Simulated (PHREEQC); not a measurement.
1 kg of water holding 0.6 mol/kgw MgBr2, 0.0022 mol/kgw CaSO4 and 0.14 mol/kgw NaBr is evaporated at 25 °C; the solids stay in contact with the brine. The system is closed to CO2. Only these solids could form: Bloedite, Brucite, Epsomite, Glauberite, Gypsum, Anhydrite, Hexahydrite, Kieserite, Mirabilite, Portlandite, Thenardite.

Model: Pitzer model, pitzer.dat, run in PHREEQC.

```
water left (kg)  ionic strength  water activity  Ca in solution (mol/kgw)  S in solution (mol/kgw)  Na in solution (mol/kgw)
---------------  --------------  --------------  ------------------------  -----------------------  ------------------------
1                          1.95           0.961                   0.00220                  0.00220                     0.140
0.8219                     2.37           0.950                   0.00268                  0.00268                     0.170
0.6755                     2.88      (withheld)                   0.00326                  0.00326                     0.207
0.5552                     3.51      (withheld)                   0.00396                  0.00396                     0.252
0.4563                     4.27      (withheld)                   0.00482                  0.00482                     0.307
0.375                      5.20           0.855                   0.00587                  0.00587                     0.373
```

Q: Fill in the missing entries.

A: 
- 0.6755, water activity: 0.936
- 0.5552, water activity: 0.917
- 0.4563, water activity: 0.891

Complexes and solids missing from the database can't appear.
